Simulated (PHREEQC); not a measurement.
PHREEQC input (ion-association model, phreeqc.dat):

```
SOLUTION 0
  temp 40
  units mmol/kgw
  pH 7 charge
  Cl 211.01
  Mg 100
  Mn(2) 5.5
SOLUTION 1-40
  temp 40
  units mmol/kgw
  pH 7 charge
  Cl 1.21
  Mg 0.6
  Br 38
  K 38
END
EXCHANGE 1-40
  X 0.32
  -equilibrate 1
END
SELECTED_OUTPUT 1
  -reset false
  -pH true
  -pe true
  -ionic_strength true
  -water true
  -step true
  -totals Br Cl K Mg Mn Mn(2) Mn(3)
  -molalities MgX2 KX MnX2
  -saturation_indices Pyrochroite Sylvite
PRINT
  -reset false
TRANSPORT
  -cells 40
  -shifts 240
  -lengths 0.025
  -time_step 3600
  -dispersivities 0.08
  -boundary_conditions flux flux
  -correct_disp true
  -punch_cells 40
  -punch_frequency 8
END
```

Selected output (columns that matter, 15 of 31 rows; pore volumes added in front):

```
pore volumes	pH	mu	Br	Cl	K	Mg	Mn	m_MgX2	m_KX	m_MnX2	si_Pyrochroite	si_Sylvite
0	5.0654	0.03981	0.038	0.00121	0.038	0.0006	0	0.012241	0.29552	0	-1000	-5.4768
0.4125	5.0667	0.042329	0.037459	0.0041953	0.040295	0.00067468	4.5358e-21	0.012242	0.29552	5.8842e-20	-25.721	-4.9155
0.8125	5.0861	0.10524	0.024224	0.07727	0.093979	0.0037407	1.1403e-05	0.01244	0.29507	2.4388e-05	-10.437	-3.3529
1.2125	5.0978	0.1833	0.0092965	0.15968	0.13952	0.013601	0.0011256	0.018607	0.28096	0.00091482	-8.527	-2.9163
1.8125	5.1029	0.24485	0.0014983	0.20274	0.12028	0.038631	0.0033411	0.045436	0.22459	0.0022695	-8.0953	-2.9054
2.2125	5.104	0.26464	0.00040195	0.20879	0.094931	0.053015	0.0041113	0.065922	0.18226	0.00295	-8.0135	-3.0031
2.6125	5.1046	0.27788	0.0001044	0.21043	0.072136	0.064615	0.004581	0.085201	0.14262	0.0034915	-7.9709	-3.1238
3.0125	5.1051	0.28762	2.6677e-05	0.21086	0.053487	0.073812	0.0048845	0.10197	0.10824	0.0039079	-7.9458	-3.2563
3.4125	5.1053	0.29498	6.7593e-06	0.21097	0.038904	0.080946	0.0050863	0.11574	0.080093	0.0042181	-7.9302	-3.3968
3.8125	5.1056	0.3005	1.705e-06	0.211	0.027852	0.086349	0.0052218	0.12653	0.058047	0.0044436	-7.9202	-3.5437
4.2125	5.1057	0.30457	4.2905e-07	0.21101	0.019676	0.090348	0.0053131	0.13471	0.041367	0.0046045	-7.9137	-3.6959
4.8125	5.1058	0.30866	5.4043e-08	0.21101	0.011453	0.094376	0.0053972	0.1431	0.02428	0.0047606	-7.9079	-3.9323
5.2125	5.1059	0.31042	1.357e-08	0.21101	0.0078992	0.096119	0.005431	0.14677	0.016806	0.0048261	-7.9056	-4.0942
5.6125	5.1059	0.31166	3.4066e-09	0.21101	0.0054115	0.09734	0.0054538	0.14936	0.011541	0.0048711	-7.9041	-4.2588
6.0125	5.106	0.31252	8.5504e-10	0.21101	0.0036868	0.098188	0.005469	0.15116	0.0078759	0.0049019	-7.9031	-4.4258
```

Constants without temperature data keep their 25 °C values here.
